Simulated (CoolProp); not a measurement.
Vapour-liquid equilibrium of R114 (1) + n-pentane (2) at 318.6 K; x and y are mole fractions of (1).

Model: multi-fluid Helmholtz-energy mixture model, Platzer 1990 and Thol 2019; pair parameters Bell 2016, in CoolProp. This equation is an older, rougher fit; its heat capacities, sound speeds and derivatives of the liquid may be far off and weren't checked against measurements.

| x | bubble pressure, mixture model (bar) | bubble pressure, Raoult's law (bar) | y, mixture model | y, Raoult's law |
|---|---|---|---|---|
| 0.05 | 1.614 | 1.509 | 0.178 | 0.131 |
| 0.125 | 1.929 | 1.702 | 0.355 | 0.290 |
| 0.2 | 2.206 | 1.894 | 0.473 | 0.417 |
| 0.275 | 2.451 | 2.087 | 0.559 | 0.520 |
| 0.35 | 2.669 | 2.279 | 0.625 | 0.606 |
| 0.425 | 2.863 | 2.472 | 0.680 | 0.679 |
| 0.5 | 3.039 | 2.664 | 0.726 | 0.741 |
| 0.575 | 3.201 | 2.856 | 0.768 | 0.795 |
| 0.65 | 3.350 | 3.049 | 0.807 | 0.841 |
| 0.725 | 3.491 | 3.241 | 0.845 | 0.883 |
| 0.8 | 3.624 | 3.434 | 0.883 | 0.920 |
| 0.875 | 3.751 | 3.626 | 0.924 | 0.952 |
| 0.95 | 3.871 | 3.819 | 0.968 | 0.982 |

The largest gap from Raoult's law is +17.4 % in bubble pressure, at x = 0.275. No azeotrope shows between x = 0.05 and 0.95.

The pair parameters rest on a limited set of measurements; away from them the model extrapolates.
